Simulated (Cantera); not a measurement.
A perfectly stirred reactor is fed with H₂ : O₂ = 0.046 : 1 (molar parts), equivalence ratio 0.023, at 24.0 Torr; it is held at 1400 K, and followed from long to short residence time.

Model: the H2/O2 subset of GRI-Mech 3.0, which has no nitrogen chemistry, integrated in Cantera. Radical loss at walls, strong at low pressure, is not modelled. The temperature is held fixed by assumption; the heat of reaction is taken as removed at once.

Question: What does this change do: temperature 1400 to 1200 K?

Answer: 
| quantity | before | after |
|---|---|---|
| x(H₂) at τ = 4.50 s | 2.50e-5 | 3.90e-5 |
| x(O₂) at τ = 4.50 s | 0.954 | 0.954 |
| x(HO₂) at τ = 4.50 s | 4.80e-7 | 9.45e-7 |
| x(H₂O) at τ = 4.50 s | 0.0445 | 0.0447 |
| x(H) at τ = 4.50 s | 1.41e-5 | 9.24e-6 |
| x(H₂) at τ = 56.0 ms | 0.000349 | 0.000518 |
| x(O₂) at τ = 56.0 ms | 0.943 | 0.948 |
| x(HO₂) at τ = 56.0 ms | 2.63e-6 | 4.76e-6 |
| x(H₂O) at τ = 56.0 ms | 0.0423 | 0.0432 |
| x(H) at τ = 56.0 ms | 0.000843 | 0.000627 |

Question: What does this change do: temperature 1400 to 950 K?

Answer: 
| quantity | before | after |
|---|---|---|
| x(H₂) at τ = 4.50 s | 2.50e-5 | 0.000231 |
| x(O₂) at τ = 4.50 s | 0.954 | 0.955 |
| x(HO₂) at τ = 4.50 s | 4.80e-7 | 2.67e-6 |
| x(H₂O) at τ = 4.50 s | 0.0445 | 0.0447 |
| x(H) at τ = 4.50 s | 1.41e-5 | 4.64e-6 |
| x(H₂) at τ = 56.0 ms | 0.000349 | 0.00254 |
| x(O₂) at τ = 56.0 ms | 0.943 | 0.953 |
| x(HO₂) at τ = 56.0 ms | 2.63e-6 | 1.24e-5 |
| x(H₂O) at τ = 56.0 ms | 0.0423 | 0.0419 |
| x(H) at τ = 56.0 ms | 0.000843 | 0.000343 |
